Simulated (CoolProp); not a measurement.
Vapour-liquid equilibrium of n-heptane (1) + p-xylene (2) at 428.3 K; x and y are mole fractions of (1).

Computed with CoolProp (multi-fluid Helmholtz-energy mixture model, Span 2003 and Zhou 2012; pair parameters Bell 2016).

```
x     bubble pressure, mixture model (MPa)  bubble pressure, Raoult's law (MPa)  y, mixture model  y, Raoult's law
----  ------------------------------------  -----------------------------------  ----------------  ---------------
0.05                                0.1727                               0.1688               [?]            0.124
0.15                                   [?]                               0.1949             0.334            0.321
0.25                                   [?]                               0.2211             0.474            0.472
0.35                                   [?]                               0.2472             0.581            0.591
0.45                                0.2857                               0.2733             0.667            0.687
0.55                                0.3103                               0.2995               [?]            0.766
0.65                                0.3342                               0.3256             0.806            0.833
0.75                                0.3579                               0.3518               [?]            0.889
0.85                                0.3815                               0.3779             0.921            0.938
0.95                                0.4052                               0.4041             0.974            0.981
```

Problem. What belongs in the gaps?

Solution. 
- 0.05, y, mixture model: 0.136
- 0.15, bubble pressure, mixture model (MPa): 0.2042
- 0.25, bubble pressure, mixture model (MPa): 0.2332
- 0.35, bubble pressure, mixture model (MPa): 0.2601
- 0.55, y, mixture model: 0.741
- 0.75, y, mixture model: 0.865

The largest gap from Raoult's law is +5.5 % in bubble pressure, at x = 0.25. No azeotrope shows between x = 0.05 and 0.95.

The pair parameters rest on a limited set of measurements; away from them the model extrapolates.
